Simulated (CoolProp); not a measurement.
Vapour-liquid equilibrium of p-xylene (1) + n-nonane (2) at 54.55 °C; x and y are mole fractions of (1).

Values from CoolProp's multi-fluid Helmholtz-energy mixture model, Zhou 2012 and Lemmon 2006; pair parameters Bell 2016.

Problem. Give the bubble pressure and the first vapour's composition at x = 0.15, 0.55, 0.65. Is there an azeotrope?

Solution. x = 0.15: 0.03469 bar, y = 0.250; x = 0.55: 0.04405 bar, y = 0.677; x = 0.65: 0.04621 bar, y = 0.758. No azeotrope shows between x = 0.05 and 0.95.

The pair parameters rest on a limited set of measurements; away from them the model extrapolates.
